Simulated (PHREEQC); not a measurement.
Consider water at 25 °C and 10 atm with 0.77 mmol/kgw CaSO4 and 0.11 mmol/kgw Na2SO4. Closed to the air; pH follows from the charge balance.

Equilibrium calculation in PHREEQC: ion-association model, phreeqc.dat.

| quantity | before | after |
|---|---|---|
| pH | 7.01 | 7.00 |
| ionic strength (mol/kgw) | 0.00316 | 0.000668 |
| SO4-2 (mol/kgw) | 0.000816 | 0.000172 |
| HSO4- (mol/kgw) | 6.48e-9 | 1.53e-9 |

Q: What was changed between the two runs?
A) diluted 5-fold with water
B) Na2SO4 replaced by K2SO4 at the same molality
C) CaSO4 left out
D) Na2SO4 left out
E) Na2SO4 replaced by NaH2PO4 at the same molality

A: A, diluted 5-fold with water

No solid was allowed to form.
